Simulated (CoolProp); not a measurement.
Saturation properties of cyclopentane.

The numbers come from the reference Helmholtz-energy equation of state, Gedanitz 2015 in CoolProp.

```
T (K)  p (MPa)  vapour density (kg/m³)  enthalpy of vaporisation (kJ/kg)  liquid cp (kJ/(kg K))  surface tension (mN/m)
-----  -------  ----------------------  --------------------------------  ---------------------  ----------------------
329.9   0.1288                   3.437                             383.7                  1.974                    17.5
333.9   0.1457                   3.856                                 …                  1.996                    16.9
337.8   0.1637                   4.302                             377.5                  2.018                    16.4
341.8   0.1840                   4.799                                 …                  2.040                    15.9
345.7   0.2055                   5.326                             371.2                  2.062                    15.4
349.7   0.2296                   5.911                             367.9                  2.084                    14.9
353.6        …                   6.529                             364.7                  2.106                    14.4
357.6   0.2834                   7.213                             361.3                  2.130                    13.9
361.5   0.3132                       …                             357.9                      …                    13.4
365.5        …                   8.727                             354.3                  2.176                    12.9
369.4        …                   9.561                             350.8                  2.199                    12.4
373.4   0.4192                   10.48                             347.1                  2.223                    12.0
```

Fill in the missing entries.


- 333.9, enthalpy of vaporisation (kJ/kg): 380.6
- 341.8, enthalpy of vaporisation (kJ/kg): 374.4
- 353.6, p (MPa): 0.2551
- 361.5, vapour density (kg/m³): 7.932
- 361.5, liquid cp (kJ/(kg K)): 2.152
- 365.5, p (MPa): 0.3463
- 369.4, p (MPa): 0.3809

It boils at 322.4 K under 1 atm.

Surface tension comes from a separate correlation (Mulero 2014).
